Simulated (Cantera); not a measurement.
Cantera run:

```python
import numpy as np
import cantera as ct

gas_names = """
    Cu CuF CuF2 Cu2 F F2 H HF H2 H2F2 H3F3 H4F4 H5F5 H6F6 H7F7
""".split()
cond_names = """
    Cu(cr) Cu(L) CuF2(s) CuF2(L)
""".split()


# ... load() reads the species with a 1 bar reference pressure and builds the phases ...
atoms = {
    'CuF2': {'Cu': 1, 'F': 2},
    'H2': {'H': 2},
}
top_T = {}  # K; cautious upper limits of use, not melting points


# ... equilibrate(T, P, feed) seeds the gas with the atoms and calls Mixture.equilibrate('TP', solver="vcs", rtol=1e-11, max_steps=5000) ...
results = []
feed = {'CuF2': 1, 'H2': 1.1}  # mol
P = 56  # Pa
for T in [848, 948, 1048, 1148, 1248, 1348, 1448, 1548]:
    mix = equilibrate(T, P, feed)
    results.append((T, P, feed, dict(zip(mix.species_names, mix.species_moles))))

top = {s: max(r[3][s] / sum(r[3][g] for g in gas_names) for r in results) for s in gas_names}
cols = sorted((s for s in top if top[s] > 1e-05), key=lambda s: -top[s])[:7]
seen = [c for c in cond_names if any(r[3].get(c, 0) > 1e-12 for r in results)]
print("log10 of partial pressures in bar; condensed amounts in mol")
print(f"{'T/K':>10s}" + "".join(f"{s[:9]:>10s}" for s in cols + seen))
for T, P, feed, n in results:
    ng = sum(n[g] for g in gas_names)
    print(f"{T:10.4g}" + "".join(f"{np.log10(max(n[s] / ng * P / 1e5, 1e-99)):10.3f}" for s in cols)
          + "".join(f"{n.get(c, 0):10.4g}" for c in seen))
```

Result:

```
log10 of partial pressures in bar; condensed amounts in mol
       T/K        HF        H2        Cu       CuF         H       Cu2    Cu(cr)     Cu(L)
       848    -3.273    -4.574   -13.934   -12.671   -13.008   -21.024         1         0
       948    -3.273    -4.574   -11.763   -11.002   -11.567   -17.930         1         0
      1048    -3.273    -4.574   -10.009    -9.654   -10.399   -15.436         1         0
      1148    -3.273    -4.574    -8.565    -8.544    -9.432   -13.386         1         0
      1248    -3.273    -4.574    -7.356    -7.614    -8.618   -11.672    0.9997         0
      1348    -3.274    -4.573    -6.329    -6.826    -7.922   -10.219    0.9977         0
      1448    -3.276    -4.572    -5.479    -6.184    -7.321    -9.038         0     0.985
      1548    -3.290    -4.572    -4.745    -5.642    -6.797    -8.022         0    0.9212
```

These are equilibrium values from Cantera (NASA tables, ideal gas, pure condensed phases), not measurements of a reactor.
